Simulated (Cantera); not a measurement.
**Thermodynamics of silicon oxide and oxynitride deposition, feed Si₂H₆ + O₃ + N₂ + N₂O**

Input: 1 mol Si₂H₆, 0.1 mol O₃, 7.1 mol N₂, a varied amount of N₂O, at 1523.15 K and 0.000580 bar.

Method: chemical equilibrium by Gibbs-energy minimisation in Cantera with the NASA 1993 tables (ideal gas, pure condensed phases). Candidate condensed phases: H₂O, Si, SiO₂, Si₂N₂O, Si₃N₄; 35 gas species. The feed counts by its element totals alone. Mutual solubility and eutectic melting of coexisting phases are not modelled. The tables hold silica as quartz up to 1696 K and as liquid above; real silica turns to tridymite and cristobalite and melts near 1996 K. Kinetics and transport are ignored.

```csv
n(N₂O) (mol),x N₂,x H₂,x O₂,x H₂O,x SiO,x NO,n Si₂N₂O(s),n Si₃N₄(s),n SiO₂(β-quartz)
0.4,0.680,0.318,<1e-12,4.50e-9,0.00149,<1e-12,0.686,0.205,0
0.59,0.688,0.310,<1e-12,4.40e-9,0.00148,<1e-12,0.876,0.0781,0
0.88,0.680,0.285,<1e-12,2.13e-6,0.0342,2.21e-12,0.820,0,0
1.3,0.656,0.246,<1e-12,1.44e-5,0.0975,1.70e-11,0.404,0,0.00381
1.9,0.674,0.229,<1e-12,1.35e-5,0.0966,1.74e-11,0.178,0,0.378
2.9,0.724,0.217,<1e-12,2.14e-5,0.0580,3.01e-11,0,0,1.20
4.2,0.790,0.175,4.56e-10,0.0350,2.85e-5,6.38e-8,0,0,2.00
6.3,0.817,0.0243,4.82e-7,0.158,8.77e-7,2.11e-6,0,0,2.00
9.3,0.792,6.17e-5,0.0623,0.145,2.44e-9,0.000747,0,0,2.00
14,0.760,3.18e-5,0.131,0.108,1.68e-9,0.00106,0,0,2.00
20,0.737,2.04e-5,0.180,0.0813,1.43e-9,0.00122,0,0,2.00
```
x: gas mole fraction; n: condensed amount in mol.

From 0.4 mol N₂O to 0.59 mol N₂O the condensed part is Si₂N₂O(s) + Si₃N₄(s). At 0.88 mol N₂O the condensed part is Si₂N₂O(s). From 1.3 mol N₂O to 1.9 mol N₂O the condensed part is SiO₂(β-quartz) + Si₂N₂O(s). From 2.9 mol N₂O to 20 mol N₂O the condensed part is SiO₂(β-quartz).
